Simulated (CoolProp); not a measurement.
n-hexane at several states: Z from the reference equation and from simpler models built on Tc = 507.8 K, pc = 30.44 bar, ω = 0.300; each cubic takes its own stable root.

Computed with CoolProp (reference Helmholtz-energy equation of state, Thol 2019).

```
T (K)  p (bar)   phase  reference  van der Waals  Soave-Redlich-Kwong
-----  -------  ------  ---------  -------------  -------------------
527.1     17.2     gas        [?]         0.8208               0.8093
586.9    0.257     gas     0.9982         0.9982               0.9983
416.6     22.7  liquid     0.1054            [?]               0.1190
203.7     0.11  liquid        [?]         0.9916                  [?]
```

**Question.** What belongs in the gaps?

**Answer.** 
- 527.1, reference: 0.8024
- 416.6, van der Waals: 0.1753
- 203.7, reference: 0.0007598
- 203.7, Soave-Redlich-Kwong: 0.0008622

At some of these states van der Waals gives the other phase, because its saturation line lies elsewhere.
